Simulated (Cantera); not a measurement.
# NO annealing gas

A perfectly stirred reactor is fed with 12.5 % NO, 87.5 % N2, at 0.970 bar; it is held at 2100 K, and followed from long to short residence time.

Cantera simulation using GRI-Mech 3.0 (53 species, 325 reactions); the numbers are that mechanism's predictions, not measurements.

```json
[
 {"τ (s)": "3.9", "x NO": "0.0230", "x O2": "0.0508", "x N2": "0.926", "x O": "0.000322", "x NO2": "1.64e-5", "x N2O": "5.57e-7"},
 {"τ (s)": "1.3", "x NO": "0.0454", "x O2": "0.0396", "x N2": "0.915", "x O": "0.000286", "x NO2": "2.87e-5", "x N2O": "1.26e-6"},
 {"τ (s)": "0.44", "x NO": "0.0787", "x O2": "0.0230", "x N2": "0.898", "x O": "0.000224", "x NO2": "3.87e-5", "x N2O": "3.23e-6"},
 {"τ (s)": "0.15", "x NO": "0.106", "x O2": "0.00923", "x N2": "0.884", "x O": "0.000153", "x NO2": "3.54e-5", "x N2O": "5.75e-6"},
 {"τ (s)": "0.050", "x NO": "0.119", "x O2": "0.00295", "x N2": "0.878", "x O": "0.000106", "x NO2": "2.70e-5", "x N2O": "7.18e-6"},
 {"τ (s)": "0.017", "x NO": "0.123", "x O2": "0.000920", "x N2": "0.876", "x O": "8.33e-5", "x NO2": "2.18e-5", "x N2O": "7.64e-6"},
 {"τ (s)": "0.0056", "x NO": "0.124", "x O2": "0.000258", "x N2": "0.875", "x O": "6.93e-5", "x NO2": "1.82e-5", "x N2O": "7.62e-6"},
 {"τ (s)": "0.0019", "x NO": "0.125", "x O2": "5.84e-5", "x N2": "0.875", "x O": "5.18e-5", "x NO2": "1.36e-5", "x N2O": "7.15e-6"},
 {"τ (s)": "0.00063", "x NO": "0.125", "x O2": "7.38e-6", "x N2": "0.875", "x O": "2.63e-5", "x NO2": "6.80e-6", "x N2O": "5.91e-6"}
]
```
x: mole fraction; the columns are a selection and need not sum to one.
